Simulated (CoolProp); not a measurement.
Vapour-liquid equilibrium of isobutane (1) + n-butane (2) at -66.85 °C; x and y are mole fractions of (1).

Values from CoolProp's multi-fluid Helmholtz-energy mixture model, Bücker 2006 and Bücker 2006; pair parameters Kunz 2012.

Question: Give the bubble pressure and the first vapour's composition at x = 0.2, 0.35, 0.5. Is there an azeotrope?

Answer: x = 0.2: 0.03690 bar, y = 0.325; x = 0.35: 0.04116 bar, y = 0.507; x = 0.5: 0.04538 bar, y = 0.655. No azeotrope shows between x = 0.05 and 0.95.

Pair parameters are fitted to limited data, so mixtures are less certain than the pure fluids.
